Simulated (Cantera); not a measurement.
An isothermal, constant-pressure homogeneous reactor starts with CH4 : N2 = 1 : 17 (molar parts), at 1925 K and 0.132 atm. Integrator tolerance rtol = 1e-08.

Computed with Cantera and GRI-Mech 3.0 (53 species, 325 reactions). GRI-Mech 3.0 stops at C3 and has no aromatics, soot or wall deposition, so with more carbon than oxygen in the feed, carbon stays in small species such as C2H2 where larger ones or solid carbon would form.

### Question
What does this change do: temperature 1925 to 1400 K?

### Answer
```tsv
quantity	before	after
x(CH4) at 4.00 s	6.25e-6 (gas-phase equilibrium 4.95e-6)	0.0477 (gas-phase equilibrium 0.000679)
x(HCN) at 4.00 s	0.000136 (gas-phase equilibrium 0.0429)	2.05e-10 (gas-phase equilibrium 0.0367)
x(CH2) at 4.00 s	1.36e-8 (gas-phase equilibrium 1.08e-8)	1.08e-9 (gas-phase equilibrium 2.26e-11)
x(C2H4) at 4.00 s	2.84e-6 (gas-phase equilibrium 5.24e-7)	0.000431 (gas-phase equilibrium 6.48e-5)
x(CH3) at 4.00 s	1.17e-6 (gas-phase equilibrium 9.27e-7)	3.83e-5 (gas-phase equilibrium 6.53e-7)
```

### Question
What does this change do: pressure from 0.132 atm to 1.00 atm?

### Answer
```
quantity                                            before                                    after
-----------------  ---------------------------------------  ---------------------------------------
x(CH4) at 4.00 s   6.25e-6 (gas-phase equilibrium 4.95e-6)  8.42e-5 (gas-phase equilibrium 3.78e-5)
x(HCN) at 4.00 s   0.000136 (gas-phase equilibrium 0.0429)  0.000187 (gas-phase equilibrium 0.0429)
x(CH2) at 4.00 s   1.36e-8 (gas-phase equilibrium 1.08e-8)  2.40e-8 (gas-phase equilibrium 1.08e-8)
x(C2H4) at 4.00 s  2.84e-6 (gas-phase equilibrium 5.24e-7)  2.16e-5 (gas-phase equilibrium 3.99e-6)
x(CH3) at 4.00 s   1.17e-6 (gas-phase equilibrium 9.27e-7)  5.71e-6 (gas-phase equilibrium 2.56e-6)
```
